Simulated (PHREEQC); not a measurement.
Make-up at 25 °C: 0.0022 mol K3PO4 per kg of water. Closed to the air; pH follows from the charge balance.

Model: ion-association model, wateq4f.dat, run in PHREEQC.

```csv
quantity,before,after
pH,11.24,11.40
ionic strength (mol/kgw),0.00927,0.00939
```

Q: Which change was made?
A. diluted 10-fold with water
B. temperature from 25 to 20 °C
C. diluted 100-fold with water
D. temperature from 25 to 85 °C
E. K3PO4 replaced by KHF2 at the same molality

A: B, temperature from 25 to 20 °C

No solid was allowed to form. H3PO4, which wateq4f.dat lacks, is added to it with the constant of phreeqc.dat.
